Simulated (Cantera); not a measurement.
# Dilute partial oxidation

A perfectly stirred reactor is fed with 1.06 % CH4, 2.41 % O2, 96.5 % N2, equivalence ratio 0.88, at 920000 Pa; it is held at 1350 K, and followed from long to short residence time.

Cantera simulation using GRI-Mech 3.0 (53 species, 325 reactions); the numbers are that mechanism's predictions, not measurements. The temperature is held fixed by assumption; the heat of reaction is taken as removed at once.

```csv
τ (s),x CH4,x O2,x C2H,x CH2,x CH2CO,x NO,x C2H4
1.7,5.87e-6,0.00293,1.06e-12,1.21e-9,2.39e-8,2.30e-7,7.82e-8
0.74,1.15e-5,0.00297,2.28e-12,2.44e-9,6.82e-8,2.90e-7,2.19e-7
0.32,2.27e-5,0.00306,4.29e-12,4.73e-9,1.82e-7,3.44e-7,5.62e-7
0.14,4.58e-5,0.00323,7.33e-12,8.59e-9,4.67e-7,3.57e-7,1.37e-6
0.060,0.000100,0.00361,1.21e-11,1.44e-8,1.27e-6,3.04e-7,3.54e-6
0.026,0.000234,0.00449,1.95e-11,2.07e-8,3.68e-6,1.94e-7,1.01e-5
0.011,0.000587,0.00641,3.23e-11,2.52e-8,1.15e-5,8.01e-8,3.32e-5
0.0049,0.00144,0.00968,5.07e-11,2.50e-8,3.29e-5,2.21e-8,0.000105
0.0021,0.0105,0.0240,<1e-12,1.52e-11,6.77e-8,<1e-12,4.47e-6
0.00092,0.0106,0.0241,<1e-12,4.32e-12,1.41e-9,<1e-12,3.88e-7
0.00040,0.0106,0.0241,<1e-12,1.46e-12,4.43e-11,<1e-12,4.75e-8
```
x: mole fraction; the columns are a selection and need not sum to one.
